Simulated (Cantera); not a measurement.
Feed: 1 mol B2O3, a varied amount of HF, 18 mol O2, at 1425 °C and 12.0 Pa.

Method: chemical equilibrium by Gibbs-energy minimisation in Cantera with the NASA 1993 tables (ideal gas, pure condensed phases). Candidate condensed phases: B, B2O3, B3O3H3, H2O; 43 gas species. Equilibrium is a limit: real reactors are often held back by kinetics, nucleation or transport.

Q: At 5 mol HF, list the 6 most abundant gas species with their mole fractions, and the condensed phases.

A: O2 0.745, HF 0.132, BOF 0.0753, H2O 0.0328, HBO2 0.00690, O 0.00345. Condensed: gas only.
